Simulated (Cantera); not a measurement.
Input (Python, Cantera) and output of one run.

```python
import numpy as np
import cantera as ct

gas_names = [...]  # 114 gases of nasa_gas.yaml made of C, Fe, H, O
cond_names = """
    C(gr) C6H6(L) C7H8(L) C8H18(L),n-octa Fe(a) Fe(c) Fe(d) Fe(L) FeC5O5(L) FeO(s) FeO(L) Fe(OH)2(s)
    Fe(OH)3(s) Fe2O3(s) Fe3O4(s) H2O(s) H2O(L)
""".split()


# ... load() reads the species with a 1 bar reference pressure and builds the phases ...
atoms = {
    'Fe(CO)5': {'Fe': 1, 'C': 5, 'O': 5},
    'CO': {'C': 1, 'O': 1},
    'H2': {'H': 2},
}
top_T = {'C(gr)': 4500, 'Fe2O3(s)': 1830, 'Fe3O4(s)': 1870}  # K; cautious upper limits of use, not melting points


# ... equilibrate(T, P, feed) seeds the gas with the atoms and calls Mixture.equilibrate('TP', solver="vcs", rtol=1e-11, max_steps=5000) ...
results = []
feed = {'Fe(CO)5': 1, 'CO': 0.61, 'H2': 1.1}  # mol
T = 1500  # K
P = 8500  # Pa
mix = equilibrate(T, P, feed)
results.append((T, P, feed, dict(zip(mix.species_names, mix.species_moles))))
print(gas.report(threshold=0.001))
for i in range(1, mix.n_phases):
    print(f"{mix.phase(i).name:16s} {mix.phase_moles(i):12.5e} mol")
```

It prints:

```
       temperature   1500 K
          pressure   8500 Pa
           density   0.016186 kg/m^3
  mean mol. weight   23.749 kg/kmol
   phase of matter   gas

                          1 kg             1 kmol
                     ---------------   ---------------
          enthalpy       -2.2745e+06       -5.4018e+07  J
   internal energy       -2.7996e+06       -6.6489e+07  J
           entropy             10999        2.6122e+05  J/K
    Gibbs function       -1.8773e+07       -4.4585e+08  J
 heat capacity c_p            1460.2             34679  J/K
 heat capacity c_v            1110.1             26364  J/K

                      mass frac. Y      mole frac. X     chem. pot. / RT
                     ---------------   ---------------   ---------------
                CO           0.98599           0.83601            -38.27
                H2          0.013913            0.1639           -22.876
     [ +112 minor]        9.9039e-05        9.3019e-05

C(gr)             3.39349e-04 mol
Fe(c)             9.99988e-01 mol
FeC5O5(L)         0.00000e+00 mol
FeO(s)            0.00000e+00 mol
Fe(OH)2(s)        0.00000e+00 mol
Fe(OH)3(s)        0.00000e+00 mol
Fe2O3(s)          0.00000e+00 mol
Fe3O4(s)          0.00000e+00 mol
```

These are equilibrium values from Cantera (NASA tables, ideal gas, pure condensed phases), not measurements of a reactor.
